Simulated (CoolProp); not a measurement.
Saturation properties of R365MFC (Tc = 460.0 K, pc = 3.266 MPa, ω = 0.377).

Values from CoolProp's reference Helmholtz-energy equation of state, Lemmon 2016.

```tsv
T (K)	p (MPa)	liquid density (kg/m³)	vapour density (kg/m³)	enthalpy of vaporisation (kJ/kg)	liquid cp (kJ/(kg K))	surface tension (mN/m)
362	0.4447	1106	25.11	161.3	1.532	8.22
368.3	0.5214	1089	29.45	157.3	1.552	7.59
374.6	0.6078	1071	34.40	153.0	1.574	6.96
380.9	0.7047	1053	40.05	148.6	1.598	6.34
387.2	0.8128	1034	46.49	144.0	1.625	5.74
393.6	0.9351	1013	53.99	139.0	1.656	5.13
399.9	1.069	991.6	62.46	133.8	1.690	4.55
406.2	1.216	969.0	72.22	128.2	1.729	3.98
412.5	1.379	944.8	83.52	122.2	1.776	3.42
418.8	1.559	918.8	96.72	115.7	1.834	2.88
425.1	1.756	890.5	112.3	108.6	1.908	2.36
```

It boils at 313.3 K under 1 atm.

Surface tension comes from a separate correlation (Mulero 2012).
